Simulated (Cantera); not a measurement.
Charge: 1 mol CHF₃, 1.5 mol F₂, 2.6 mol H₂, held at 1.33 mbar.

Method: chemical equilibrium by Gibbs-energy minimisation in Cantera with the NASA 1993 tables (ideal gas, pure condensed phases). Candidate condensed phases: C, C₆H₆, C₇H₈, C₈H₁₈; 95 gas species. Rates play no part.

log p: log10 of the partial pressure in bar; n: condensed amount in mol.

| T (K) | log p HF | log p H | log p F | log p H₂ | log p CF | log p C₃ | n C(graphite) |
|---|---|---|---|---|---|---|---|
| 1100 | -2.88 | -9.92 | -14.41 | -4.66 | <-14 | <-14 | 1.00 |
| 1250 | -2.88 | -8.65 | -12.37 | -4.66 | <-14 | <-14 | 1.00 |
| 1400 | -2.88 | -7.64 | -10.76 | -4.66 | <-14 | <-14 | 1.000 |
| 1550 | -2.88 | -6.83 | -9.46 | -4.66 | -13.06 | <-14 | 1.000 |
| 1700 | -2.88 | -6.17 | -8.39 | -4.67 | -11.49 | ? | 1.000 |
| 1850 | -2.88 | -5.61 | -7.48 | -4.69 | -10.16 | ? | 1.000 |
| 2000 | -2.88 | -5.16 | -6.69 | -4.74 | -9.02 | ? | 1.000 |
| 2150 | -2.89 | -4.80 | -5.98 | -4.85 | -8.01 | ? | 1.000 |
| 2300 | -2.89 | -4.53 | -5.31 | -5.03 | -7.09 | ? | 0.999 |
| 2450 | -2.90 | -4.30 | -4.73 | -5.21 | -6.28 | ? | 0.993 |
| 2600 | -2.93 | -4.06 | -4.27 | -5.29 | -5.63 | ? | 0.948 |

Q: Some entries are withheld; supply them.

A: 
- 1700, log p C₃: -14.35
- 1850, log p C₃: -12.30
- 2000, log p C₃: -10.56
- 2150, log p C₃: -9.07
- 2300, log p C₃: -7.78
- 2450, log p C₃: -6.65
- 2600, log p C₃: -5.65
